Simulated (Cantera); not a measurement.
An adiabatic, constant-pressure homogeneous reactor starts with CO : H2 : CH4 : O2 : N2 = 1 : 0.11 : 0.22 : 2.43 : 9.12 (molar parts), equivalence ratio 0.41, at 1323 K and 16.0 bar. Integrator tolerance rtol = 1e-08.

Detailed kinetics in Cantera: GRI-Mech 3.0 (53 species, 325 reactions). The pressure lies above the range GRI-Mech 3.0 was tuned for (to about 10 atm).

**Question.** What does this change do: 0.45 parts CO2 added?

**Answer.** 
```csv
quantity,before,after
time of steepest temperature rise,75.1 µs,81.4 µs
temperature at 0.100 s,2296 K,2250 K
equilibrium temperature,2296 K,2249 K
x(CO) at 0.100 s,0.000840 (gas-phase equilibrium 0.000840),0.000840 (gas-phase equilibrium 0.000837)
x(H2) at 0.100 s,6.67e-5 (gas-phase equilibrium 6.67e-5),5.01e-5 (gas-phase equilibrium 5.00e-5)
x(CH4) at 0.100 s,<1e-12 (gas-phase equilibrium <1e-12),<1e-12 (gas-phase equilibrium <1e-12)
x(HO2) at 0.100 s,6.55e-6 (gas-phase equilibrium 6.54e-6),5.46e-6 (gas-phase equilibrium 5.44e-6)
x(NO) at 0.100 s,0.0109 (gas-phase equilibrium 0.0109),0.00928 (gas-phase equilibrium 0.00959)
```

**Question.** What does this change do: initial temperature 1323 to 1225 K?

**Answer.** 
```
quantity                                                              before                                      after
---------------------------------  -----------------------------------------  -----------------------------------------
time of steepest temperature rise                                    75.1 µs                                   0.218 ms
temperature at 0.100 s                                                2296 K                                     2217 K
equilibrium temperature                                               2296 K                                     2215 K
x(CO) at 0.100 s                   0.000840 (gas-phase equilibrium 0.000840)  0.000500 (gas-phase equilibrium 0.000495)
x(H2) at 0.100 s                     6.67e-5 (gas-phase equilibrium 6.67e-5)    4.17e-5 (gas-phase equilibrium 4.13e-5)
x(CH4) at 0.100 s                      <1e-12 (gas-phase equilibrium <1e-12)      <1e-12 (gas-phase equilibrium <1e-12)
x(HO2) at 0.100 s                    6.55e-6 (gas-phase equilibrium 6.54e-6)    5.15e-6 (gas-phase equilibrium 5.11e-6)
x(NO) at 0.100 s                       0.0109 (gas-phase equilibrium 0.0109)    0.00840 (gas-phase equilibrium 0.00922)
```
